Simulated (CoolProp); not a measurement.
Vapour-liquid equilibrium of carbon dioxide (1) + R227EA (2) at 221.8 K; x and y are mole fractions of (1).

Values from CoolProp's multi-fluid Helmholtz-energy mixture model, Span 1996 and Lemmon 2016; pair parameters Bell 2016.

| x | bubble pressure (MPa) | y at the bubble point | dew pressure at overall composition x (MPa) | liquid density (mol/L) |
|---|---|---|---|---|
| 0.05 | 0.04749 | 0.661 | 0.01752 | 10.12 |
| 0.15 | 0.1105 | 0.866 | 0.01954 | 10.90 |
| 0.25 | 0.1736 | 0.922 | 0.02209 | 11.79 |
| 0.35 | 0.2353 | 0.948 | 0.02540 | 12.82 |
| 0.45 | 0.2956 | 0.964 | 0.02987 | 14.00 |
| 0.55 | 0.3551 | 0.974 | 0.03623 | 15.38 |
| 0.65 | 0.4151 | 0.982 | 0.04604 | 17.02 |
| 0.75 | 0.4771 | 0.988 | 0.06312 | 18.99 |
| 0.85 | 0.5422 | 0.993 | 0.1003 | 21.42 |
| 0.95 | 0.6108 | 0.998 | 0.2408 | 24.49 |

No azeotrope shows between x = 0.05 and 0.95.

Pair parameters are fitted to limited data, so mixtures are less certain than the pure fluids.
